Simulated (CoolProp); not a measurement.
Hydrogen chloride at several states: Z from the reference equation and from simpler models built on Tc = 324.7 K, pc = 83.14 bar, ω = 0.130; each cubic takes its own stable root.

Values from CoolProp's reference Helmholtz-energy equation of state, Thol 2018.

| T (K) | p (bar) | phase | reference | van der Waals | Redlich-Kwong | Soave-Redlich-Kwong | Peng-Robinson |
|---|---|---|---|---|---|---|---|
| 557.7 | 33.3 | gas | 0.9757 | 0.9720 | 0.9767 | 0.9851 | 0.9774 |
| 520.1 | 0.551 | gas | 0.9995 | 0.9994 | 0.9995 | 0.9996 | 0.9995 |
| 270.2 | 0.203 | gas | 0.9984 | 0.9989 | 0.9986 | 0.9986 | 0.9984 |
| 222.2 | 89.8 | liquid | [?] | [?] | 0.1839 | 0.1816 | 0.1608 |
| 355 | 379 | supercritical | 0.5741 | [?] | 0.6665 | 0.6749 | 0.6110 |

Problem. What belongs in the gaps?

Solution. 
- 222.2, reference: 0.1594
- 222.2, van der Waals: 0.2643
- 355, van der Waals: 0.8118
